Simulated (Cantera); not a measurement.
A closed system holds: 1 mol Nb, 0.048 mol H2O, 100 mol H2, equilibrated at 1952 °C and 0.100 bar.

These are equilibrium values from Cantera (NASA tables, ideal gas, pure condensed phases), not measurements of a reactor. Candidate condensed phases: H2O, Nb, NbO, NbO2, Nb2O5; 12 gas species. Condensed phases not in the tables: N, O or C dissolved in the metal. Equilibrium is a limit: real reactors are often held back by kinetics, nucleation or transport.

What is the equilibrium state?


```
Quantity                                Value
----------------------------------  ---------
x(H2)                                   0.979
x(H)                                   0.0203
x(H2O)                               0.000461
x(NbO)                                6.75e-6
x(NbO2)                               2.91e-6
x(OH)                                 1.38e-6
n(Nb(s))                            0.999 mol
gas amount                          101.1 mol
log10 activity of NbO2(l) (absent)      -2.55
```
